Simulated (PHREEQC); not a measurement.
Dissolve 0.0028 mol CuSO4, 5.3e-05 mol CuCl2 and 0.29 mol HCl per kg of water at 25 °C. Closed to the air; pH follows from the charge balance.

Model: ion-association model, wateq4f.dat, run in PHREEQC.

| quantity | before | after |
|---|---|---|
| pH | 0.65 | 12.93 |
| SO4-2 (mol/kgw) | 0.000314 | 0.00280 |
| CuOH+ (mol/kgw) | 4.27e-11 | 5.43e-11 |
| SI of Chalcanthite (CuSO4:5H2O) | -4.66 | -15.98 |
| SI of Tenorite (CuO) | -9.50 | +2.86 |

### Question
Name the change that produced these shifts.
A. CuCl2 left out
B. 0.02 mol/kgw Na2SO4 added
C. 0.43 mol/kgw CsOH added
D. diluted 5-fold with water
E. 0.24 mol/kgw CsCl added

### Answer
C, 0.43 mol/kgw CsOH added

This is a speciation only: nothing precipitates in the calculation. Some of these states are supersaturated (in Cu(OH)2, Tenorite (slow to form), for instance). The database's constant for dissolved Cu(OH)2 is higher than later reviews accept.
